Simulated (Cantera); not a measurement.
## Adiabatic ignition

An adiabatic, constant-pressure homogeneous reactor starts with 29.6 % H2, 14.8 % O2, 55.6 % N2, equivalence ratio 1.0, at 1675 K and 750 Torr.

Computed with Cantera and the H2/O2 subset of GRI-Mech 3.0, which has no nitrogen chemistry.

| t (s) | T (K) | x H2 | x O2 | x O | x OH | x H |
|---|---|---|---|---|---|---|
| 1.00e-6 | 1675 | 0.296 | 0.148 | 4.73e-7 | 4.97e-7 | 3.46e-6 |
| 2.77e-6 | 1675 | 0.296 | 0.148 | 1.03e-5 | 1.08e-5 | 7.09e-5 |
| 7.65e-6 | 1748 | 0.153 | 0.0854 | 0.0146 | 0.0134 | 0.0784 |
| 2.11e-5 | 2187 | 0.0663 | 0.0323 | 0.0276 | 0.0314 | 0.0832 |
| 5.85e-5 | 2591 | 0.0636 | 0.0254 | 0.0188 | 0.0373 | 0.0495 |
| 0.000162 | 2874 | 0.0565 | 0.0203 | 0.0122 | 0.0372 | 0.0299 |
| 0.000447 | 2907 | 0.0553 | 0.0197 | 0.0115 | 0.0368 | 0.0279 |
| 0.00124 | 2907 | 0.0553 | 0.0197 | 0.0115 | 0.0368 | 0.0279 |
| 0.00342 | 2907 | 0.0553 | 0.0197 | 0.0115 | 0.0368 | 0.0279 |
| 0.00946 | 2907 | 0.0553 | 0.0197 | 0.0115 | 0.0368 | 0.0279 |
| 0.0262 | 2907 | 0.0553 | 0.0197 | 0.0115 | 0.0368 | 0.0279 |
| 0.0723 | 2907 | 0.0553 | 0.0197 | 0.0115 | 0.0368 | 0.0279 |
| 0.200 | 2907 | 0.0553 | 0.0197 | 0.0115 | 0.0368 | 0.0279 |
x: mole fraction; the columns are a selection and need not sum to one.

```yaml
time_of_steepest_temperature_rise: 7.85 µs
temperature at 0.200 s: 2907 K
equilibrium_temperature: 2907 K
x(H2) at 0.200 s: 0.0553 (gas-phase equilibrium 0.0553)
x(O2) at 0.200 s: 0.0197 (gas-phase equilibrium 0.0197)
x(O) at 0.200 s: 0.0115 (gas-phase equilibrium 0.0115)
```
